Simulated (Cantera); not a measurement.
Charge: 1 mol Pb, 0.36 mol O2, a varied amount of H2, at 1248 K and 0.00133 bar.

These are equilibrium values from Cantera (NASA tables, ideal gas, pure condensed phases), not measurements of a reactor. Candidate condensed phases: H2O, Pb, PbO, PbO2, Pb3O4; 12 gas species. Kinetics and transport are ignored.

x: gas mole fraction; nothing condenses.

```
n(H2) (mol)   x H2    x Pb   x H2O      x H
-----------  -----  ------  ------  -------
5.4          0.731   0.156   0.112  1.09e-5
6.8          0.779   0.128  0.0923  1.13e-5
8.6          0.821       …       …  1.16e-5
11           0.857       …       …  1.18e-5
14           0.885  0.0667  0.0480  1.20e-5
17           0.904  0.0556  0.0400  1.22e-5
22           0.925  0.0435  0.0313  1.23e-5
28           0.941  0.0345  0.0248  1.24e-5
35           0.952  0.0278  0.0200  1.25e-5
45           0.963  0.0217  0.0157  1.25e-5
56           0.970  0.0175  0.0126  1.26e-5
```

**Question.** Some entries are withheld; supply them.

**Answer.** 
- 8.6, x Pb: 0.104
- 8.6, x H2O: 0.0750
- 11, x Pb: 0.0833
- 11, x H2O: 0.0600
